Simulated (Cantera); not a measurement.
A perfectly stirred reactor is fed with C₂H₆ : N₂ = 1 : 5.8 (molar parts), at 1330 Pa; it is held at 1275 K, and followed from long to short residence time.

Detailed kinetics in Cantera: GRI-Mech 3.0 (53 species, 325 reactions). GRI-Mech 3.0 stops at C3 and has no aromatics, soot or wall deposition, so with more carbon than oxygen in the feed, carbon stays in small species such as C2H2 where larger ones or solid carbon would form. Radical loss at walls, strong at low pressure, is not modelled.

**Question.** What does this change do: pressure from 1330 Pa to 23.0 Pa?

**Answer.** 
```
quantity                  before     after
----------------------  --------  --------
x(C₂H₆) at τ = 2.70 s    0.00275    0.0390
x(C₂H₂) at τ = 2.70 s     0.0771    0.0175
x(CH₄) at τ = 2.70 s      0.0392    0.0474
x(H) at τ = 2.70 s       2.74e-5   7.41e-5
x(C₂H) at τ = 2.70 s     4.90e-9   7.39e-9
x(C₂H₆) at τ = 9.30 ms     0.129     0.147
x(C₂H₂) at τ = 9.30 ms  0.000285  1.21e-10
x(CH₄) at τ = 9.30 ms    0.00336   7.83e-6
x(H) at τ = 9.30 ms      1.76e-5   4.45e-7
x(C₂H) at τ = 9.30 ms   1.49e-10    <1e-12
```

**Question.** What does this change do: pressure from 1330 Pa to 101000 Pa?

**Answer.** 
```csv
quantity,before,after
x(C₂H₆) at τ = 2.70 s,0.00275,0.00101
x(C₂H₂) at τ = 2.70 s,0.0771,0.0605
x(CH₄) at τ = 2.70 s,0.0392,0.0440
x(H) at τ = 2.70 s,2.74e-5,1.59e-6
x(C₂H) at τ = 2.70 s,4.90e-9,2.51e-10
x(C₂H₆) at τ = 9.30 ms,0.129,0.0412
x(C₂H₂) at τ = 9.30 ms,0.000285,0.0114
x(CH₄) at τ = 9.30 ms,0.00336,0.0173
x(H) at τ = 9.30 ms,1.76e-5,5.44e-6
x(C₂H) at τ = 9.30 ms,1.49e-10,2.63e-10
```

**Question.** What does this change do: temperature 1275 to 1475 K?

**Answer.** 
```csv
quantity,before,after
x(C₂H₆) at τ = 2.70 s,0.00275,0.000237
x(C₂H₂) at τ = 2.70 s,0.0771,0.101
x(CH₄) at τ = 2.70 s,0.0392,0.0268
x(H) at τ = 2.70 s,2.74e-5,0.000174
x(C₂H) at τ = 2.70 s,4.90e-9,1.48e-7
x(C₂H₆) at τ = 9.30 ms,0.129,0.0370
x(C₂H₂) at τ = 9.30 ms,0.000285,0.0229
x(CH₄) at τ = 9.30 ms,0.00336,0.0422
x(H) at τ = 9.30 ms,1.76e-5,0.000228
x(C₂H) at τ = 9.30 ms,1.49e-10,1.15e-7
```
